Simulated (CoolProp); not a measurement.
The numbers come from the reference Helmholtz-energy equation of state, Lemmon 2013 in CoolProp.

### Question
Give the vapour pressure (MPa), vapour density (kg/m³), enthalpy of vaporisation (kJ/kg), liquid viscosity (µPa s) of saturated propylene at -36.25 °C.

### Answer
```
T (°C)  p (MPa)  vapour density (kg/m³)  enthalpy of vaporisation (kJ/kg)  liquid viscosity (µPa s)
------  -------  ----------------------  --------------------------------  ------------------------
-36.25    0.165                    3.72                               426                       173
```

Viscosity comes from a separate model (Huber 2003), an estimate that may be off by 10 % or more.
